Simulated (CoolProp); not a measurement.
Vapour-liquid equilibrium of CHF3 (R23) (1) + R143a (2) at 0.0468 MPa; x and y are mole fractions of (1).

The numbers come from the multi-fluid Helmholtz-energy mixture model, Penoncello 2003 and Lemmon and Jacobsen 2000; pair parameters Bell 2016 in CoolProp.

```
x     bubble temperature (°C)  y at the bubble point  dew temperature at overall composition x (°C)  liquid density (mol/L)
----  -----------------------  ---------------------  ---------------------------------------------  ----------------------
0.05                    -65.7                  0.212                                          -63.0                   14.67
0.15               (withheld)                  0.511                                          -64.6                   15.31
0.25                    -76.9                  0.691                                          -66.3                   15.95
0.35                    -81.1                  0.799                                          -68.2                   16.59
0.45                    -84.4                  0.866                                          -70.4              (withheld)
0.55                    -87.0                  0.909                                     (withheld)                   17.91
0.65                    -89.1                  0.939                                          -75.6                   18.59
0.75                    -90.9                  0.961                                          -79.1                   19.31
0.85                    -92.4                  0.978                                     (withheld)                   20.07
0.95                    -93.7                  0.993                                          -90.0                   20.88
```

Q: Some entries are withheld; supply them.

A: 
- 0.15, bubble temperature (°C): -71.8
- 0.45, liquid density (mol/L): 17.24
- 0.55, dew temperature at overall composition x (°C): -72.8
- 0.85, dew temperature at overall composition x (°C): -83.5

No azeotrope shows between x = 0.05 and 0.95.

Pair parameters are fitted to limited data, so mixtures are less certain than the pure fluids. The gap from Raoult's law changes sign with composition, which may be real or a fault of the pair parameters; it wasn't checked against measurements.
